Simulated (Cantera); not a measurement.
A Cantera script and its output.

```python
import numpy as np
import cantera as ct

gas = ct.Solution("gri30.yaml")
gas.TPX = 1375, 13332, {'CO': 0.027, 'O2': 0.02, 'H2O': 0.00069, 'N2': 1}
reactor = ct.IdealGasConstPressureReactor(gas, energy="off", clone=False)
net = ct.ReactorNet([reactor])
net.rtol, net.atol = 1e-08, 1e-18
show = ['CO', 'O2', 'H2O', 'O', 'CO2']
times = np.geomspace(0.0003, 10, 11)

steps = ct.SolutionArray(gas, extra=["t"])
rows = []
print(f"{'t/s':>10s}{'T/K':>9s}{'P/Pa':>11s}" + "".join(f"{s:>11s}" for s in show))
for t in times:
    while net.time < t:
        t_next = net.step()
        steps.append(gas.state, t=t_next)
    rows.append([np.interp(t, steps.t, y) for y in (steps.T, steps.P, *steps(*show).X.T)])
    print(f"{t:10.3e}{rows[-1][0]:9.1f}{rows[-1][1]:11.4g}" + "".join(f"{x:11.3e}" for x in rows[-1][2:]))
rate = np.gradient(steps.T, steps.t)
print("integrator steps:", len(steps.t))
if steps.T.max() > steps.T[0] + 200:
    print(f"time of steepest temperature rise: {steps.t[rate.argmax()]:.4e} s")
gas.TPX = 1375, 13332, {'CO': 0.027, 'O2': 0.02, 'H2O': 0.00069, 'N2': 1}
gas.equilibrate("TP")
print(f"equilibrium (TP): T = {gas.T:.1f} K  " + "  ".join(f"{s} {gas[s].X[0]:.3e}" for s in show))
```

Result:

```
       t/s      T/K       P/Pa         CO         O2        H2O          O        CO2
 3.000e-04   1375.0  1.333e+04  2.577e-02  1.909e-02  6.586e-04  1.084e-08  1.098e-08
 8.500e-04   1375.0  1.333e+04  2.577e-02  1.909e-02  6.586e-04  3.139e-08  3.263e-08
 2.408e-03   1375.0  1.333e+04  2.577e-02  1.909e-02  6.586e-04  1.132e-07  1.249e-07
 6.823e-03   1375.0  1.333e+04  2.577e-02  1.909e-02  6.585e-04  1.485e-06  1.746e-06
 1.933e-02   1375.0  1.333e+04  2.459e-02  1.805e-02  5.798e-04  9.377e-04  1.186e-03
 5.477e-02   1375.0  1.333e+04  1.222e-02  9.583e-03  4.342e-05  6.045e-03  1.362e-02
 1.552e-01   1375.0  1.333e+04  5.866e-03  8.307e-03  2.508e-04  2.062e-03  2.012e-02
 4.397e-01   1375.0  1.333e+04  1.612e-03  6.891e-03  5.657e-04  4.006e-04  2.447e-02
 1.246e+00   1375.0  1.333e+04  3.235e-04  6.396e-03  6.442e-04  7.125e-05  2.578e-02
 3.529e+00   1375.0  1.333e+04  5.312e-05  6.293e-03  6.602e-04  1.147e-05  2.605e-02
 1.000e+01   1375.0  1.333e+04  8.423e-06  6.277e-03  6.646e-04  1.845e-06  2.610e-02
integrator steps: 1663
equilibrium (TP): T = 1375.0 K  CO 5.768e-07  O2 6.225e-03  H2O 6.665e-04  O 1.384e-07  CO2 2.611e-02
```

Computed with Cantera and GRI-Mech 3.0 (53 species, 325 reactions).
